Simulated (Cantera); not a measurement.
An isothermal, constant-pressure homogeneous reactor starts with 2.04 % CH₄, 97.2 % H₂, 0.787 % N₂, at 1775 K and 0.0592 atm.

Cantera simulation using GRI-Mech 3.0 (53 species, 325 reactions); the numbers are that mechanism's predictions, not measurements. GRI-Mech 3.0 stops at C3 and has no aromatics, soot or wall deposition, so with more carbon than oxygen in the feed, carbon stays in small species such as C2H2 where larger ones or solid carbon would form.

Problem. Predict: x(CH₄) at 70.0 s; x(H₂) at 70.0 s; x(C₂H₄) at 70.0 s; x(C₂H₆) at 70.0 s; x(CH₃) at 70.0 s.

Solution. x(CH₄) at 70.0 s: 0.000401 (gas-phase equilibrium 0.000358)
x(H₂) at 70.0 s: 0.981 (gas-phase equilibrium 0.981)
x(C₂H₄) at 70.0 s: 1.59e-5 (gas-phase equilibrium 1.27e-5)
x(C₂H₆) at 70.0 s: 1.39e-9 (gas-phase equilibrium 1.10e-9)
x(CH₃) at 70.0 s: 9.74e-6 (gas-phase equilibrium 8.69e-6)
